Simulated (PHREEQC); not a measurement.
Na2SO4 is added in steps, without added water, to 1 kg of water holding 0.005 mol KH2PO4, 0.00017 mol K2HPO4 and 0.00028 mol ZnSO4, at 20 °C. Oxygen is held at 0.21 atm. No CO2 enters from the air. Solids allowed: Zn(OH)2-a, Zn4(OH)6SO4, Zn3(PO4)2:4w, Mirabilite, Goslarite. Others were left out.

Base run: PHREEQC, ion-association model, wateq4f.dat. Each further column changes one thing. The table gives pH.

| Na2SO4 added (mol) | base | 0.0025 mol/kgw NaHCO3 added | temperature from 20 to 35 °C | K2HPO4 replaced by KHF2 at the same molality | no solid may form |
|---|---|---|---|---|---|
| 0 | 5.65 | 6.45 | 5.61 | 4.08 | 5.65 |
| 0.0005 | 5.64 | 6.45 | 5.60 | 4.09 | 5.64 |
| 0.0015 | 5.62 | 6.44 | 5.58 | 4.10 | 5.62 |
| 0.002 | 5.61 | 6.44 | 5.58 | 4.10 | 5.61 |
| 0.0025 | 5.61 | 6.43 | 5.57 | 4.11 | 5.61 |
| 0.0035 | 5.60 | 6.43 | 5.56 | 4.12 | 5.60 |
| 0.004 | 5.59 | 6.42 | 5.55 | 4.12 | 5.59 |
| 0.0045 | 5.58 | 6.42 | 5.55 | 4.13 | 5.58 |
| 0.0055 | 5.57 | 6.42 | 5.54 | 4.13 | 5.57 |
| 0.006 | 5.57 | 6.41 | 5.53 | 4.14 | 5.57 |
| 0.0065 | 5.57 | 6.41 | 5.53 | 4.14 | 5.57 |
| 0.0075 | 5.56 | 6.41 | 5.52 | 4.15 | 5.56 |
| 0.008 | 5.55 | 6.41 | 5.52 | 4.15 | 5.55 |

H3PO4, which wateq4f.dat lacks, is added to it with the constant of phreeqc.dat. The database has no phosphate complexes of Zn. The database's zinc carbonate complexes are estimates, stronger than later reviews accept. Solids allowed in the column '0.0025 mol/kgw NaHCO3 added': Zn(OH)2-a, Smithsonite, Zn4(OH)6SO4, Zn3(PO4)2:4w, Mirabilite, Goslarite, Nahcolite, Natron. Solids allowed in the column 'K2HPO4 replaced by KHF2 at the same molality': Zn(OH)2-a, Zn4(OH)6SO4, Zn3(PO4)2:4w, Mirabilite, Goslarite, ZnF2.
